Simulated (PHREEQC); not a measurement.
A solution holds 0.0125 mol HF, 0.0015 mol H2SiF6, 0.00081 mol H3PO4 and 0.0015 mol HNO3 per kg of water, at 39 °C. Closed to the air; pH follows from the charge balance.

Computed with PHREEQC (ion-association model, phreeqc.dat).

Precipitation was switched off in this run.

Q: Order these F species by the share of F that they hold, largest first: HF, HF2-, F-, SiF6-2.

A: HF (52 %), SiF6-2 (42 %), F- (5.3 %), HF2- (0.50 %)

The pH is 2.25 and the ionic strength 0.00761 mol/kgw. At this temperature some constants are extrapolated from 25 °C, and those without enthalpy data are left unchanged. SiF6-2 is the database's only silicon fluoride.
